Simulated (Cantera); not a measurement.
Standard-state values (1 bar) from the NASA 1993 polynomials, evaluated with Cantera. Values are per mole of reaction as written; species without (g) are pure solids or liquids, kept so even where they would boil at 1 bar.

N2O(g) + Al2O(g) → 2 O(g) + 2 AlN

| T (K) | ΔH° (kJ) | ΔS° (J/K) | ΔG° (kJ) | log10 K |
|---|---|---|---|---|
| 300 | -74.0 | -109.9 | -41.1 | 7.15 |
| 898 | -61.3 | -87.4 | 17.2 | -1.00 |
| 948 | [?] | [?] | [?] | [?] |
| 998 | [?] | [?] | [?] | [?] |
| 1048 | -57.8 | -83.9 | 30.1 | -1.50 |
| 1098 | [?] | [?] | [?] | [?] |
| 1148 | [?] | [?] | [?] | [?] |
| 1198 | -54.4 | -80.8 | 42.4 | -1.85 |
| 1248 | -53.3 | -79.9 | 46.4 | -1.94 |
| 1298 | -52.1 | -79.0 | 50.4 | -2.03 |

**Question.** What belongs in the gaps?

**Answer.** 
- 948, ΔH° (kJ): -60.1
- 948, ΔS° (J/K): -86.2
- 948, ΔG° (kJ): 21.6
- 948, log10 K: -1.19
- 998, ΔH° (kJ): -59.0
- 998, ΔS° (J/K): -85.0
- 998, ΔG° (kJ): 25.8
- 998, log10 K: -1.35
- 1098, ΔH° (kJ): -56.7
- 1098, ΔS° (J/K): -82.8
- 1098, ΔG° (kJ): 34.2
- 1098, log10 K: -1.63
- 1148, ΔH° (kJ): -55.5
- 1148, ΔS° (J/K): -81.8
- 1148, ΔG° (kJ): 38.3
- 1148, log10 K: -1.74
